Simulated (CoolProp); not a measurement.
R1224YDZ along the isotherm 28.25 °C: density (kg/m³) from the reference equation and from simpler models built on Tc = 155.5 °C, pc = 3.334 MPa, ω = 0.325; each cubic takes its own stable root.

Values from CoolProp's reference Helmholtz-energy equation of state, Akasaka 2023.

```csv
p (MPa),phase,reference,van der Waals,Redlich-Kwong,Soave-Redlich-Kwong
0.758,liquid,1353,791.5,1150,1210
1.52,liquid,1356,799.7,1156,1214
2.27,liquid,1359,807.0,1162,1219
3.03,liquid,1362,813.7,1168,1223
3.79,liquid,1364,820.0,1173,1226
4.55,liquid,1367,825.8,1178,1230
5.3,liquid,1369,831.2,1183,1234
6.06,liquid,1372,836.3,1188,1237
6.82,liquid,1374,841.1,1193,1241
7.58,liquid,1377,845.6,1198,1244
8.34,liquid,1379,849.9,1202,1248
```
